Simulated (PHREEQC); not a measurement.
Solution (25 °C): 0.042 mol/kgw HF, 0.069 mol/kgw (CH3)4NF, 0.0011 mol/kgw H2SiF6 and 0.0014 mol/kgw H2SO4. Closed to the air; pH follows from the charge balance.

Equilibrium calculation in PHREEQC: ion-association model, wateq4f.dat.

Task: The ionic strength comes out as 0.0721 mol/kgw. What activity coefficients do SO4-2, HSO4-, HF2-, F-, H+ get?

Result: SO4-2 0.41, HSO4- 0.80, HF2- 0.79, F- 0.79, H+ 0.84.

Precipitation was switched off in this run. (CH3)4N+ isn't in the database: it is added as a free cation with an ion size of 4 Å. SiF6-2 is the database's only silicon fluoride.
